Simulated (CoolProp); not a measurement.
A Linde-Hampson liquefier for dry air: isothermal reversible compression at 230 K from 1 atm to 40 MPa, throttling to 1 atm, return gas leaving the recuperator 10 K below the feed. Each further row changes one setting.

Values from CoolProp's reference Helmholtz-energy equation of state, Lemmon 2000. It is a pseudo-pure fit of the blend.

| case | liquid yield per pass | compression work (kJ/kg of gas) |
|---|---|---|
| as stated | ___ | 384 |
| high pressure 80 MPa | 0.140 | 452 |
| warm-end temperature 260 K | ___ | ___ |
| warm-end gap 15 K | 0.175 | 384 |

Q: Some entries are withheld; supply them.

A: 
- as stated, liquid yield per pass: 0.187
- warm-end temperature 260 K, liquid yield per pass: 0.134
- warm-end temperature 260 K, compression work (kJ/kg of gas): 443
